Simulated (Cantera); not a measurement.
## Ignition delay

Mixture: C3H8 : O2 : N2 = 1 : 3.12 : 18.8 (molar parts), at 1.20 bar, adiabatic and at constant volume. Ignition delay is the time to a rise of 400 K.

Detailed kinetics in Cantera: GRI-Mech 3.0 (53 species, 325 reactions). GRI-Mech 3.0 was tuned for natural gas; its chemistry of propane as a main component is partial and can be far from experiment.

| T0 (K) | delay (ms) |
|---|---|
| 1000 | 720 |
| 1100 | 66.4 |
| 1200 | 7.35 |
| 1300 | 1.17 |
| 1400 | 0.273 |
| 1500 | 0.0901 |

The apparent activation energy between 1300 and 1500 K is 210 kJ/mol.
